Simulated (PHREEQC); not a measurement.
Dissolve 21 mmol/kgw KOH and 0.37 mmol/kgw Al(NO3)3 at 25 °C. Closed to the air; pH follows from the charge balance.

Computed with PHREEQC (ion-association model, phreeqc.dat).

Each row changes one thing in this solution. This is a speciation only: nothing precipitates in the calculation.

```
case                                                   pH  ionic strength (mol/kgw)
--------------------------------------------------  -----  ------------------------
as made                                             12.22                    0.0210
KOH from 0.021 to 0.0315 mol/kgw                    12.40                    0.0315
Al(NO3)3 from 0.00037 to 3.7e-05 mol/kgw            12.25                    0.0210
Al(NO3)3 replaced by Cd(NO3)2 at the same molality  12.24                    0.0210
diluted 10-fold with water                          11.26                   0.00210
diluted 5-fold with water                           11.56                   0.00420
temperature from 25 to 90 °C                        10.62                    0.0210
```

Some of these states are supersaturated (in Cd(OH)2, for instance). Constants without temperature data keep their 25 °C values here.
